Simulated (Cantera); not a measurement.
A freely propagating, adiabatic, planar premixed flame of H2 : O2 : N2 = 1 : 0.617 : 1.79 (molar parts), equivalence ratio 0.81, unburnt at 475 K and 0.470 bar; mixture-averaged transport, grid criteria slope 0.08 and curve 0.16, no radiation.

Cantera simulation using the H2/O2 subset of GRI-Mech 3.0, which has no nitrogen chemistry; the numbers are that mechanism's predictions, not measurements. Burning velocities carry a grid error of a few per cent, more on coarse grids.

**Question.** What does this change do: H2 1 to 0.79 parts?

**Answer.** 
```csv
quantity,before,after
laminar burning velocity,500 cm/s,394 cm/s
thermal thickness,1.04 mm,0.991 mm
peak x(O),0.0191,0.0177
peak x(H),0.0596,0.0387
peak x(HO2),0.000267,0.000265
```
Lean hydrogen flames are cellular in practice and burn faster than this planar one.

**Question.** What does this change do: inlet temperature 475 to 573 K?

**Answer.** 
| quantity | before | after |
|---|---|---|
| laminar burning velocity | 500 cm/s | 690 cm/s |
| thermal thickness | 1.04 mm | 1.11 mm |
| peak x(O) | 0.0191 | 0.0209 |
| peak x(H) | 0.0596 | 0.0658 |
| peak x(HO2) | 0.000267 | 0.000204 |
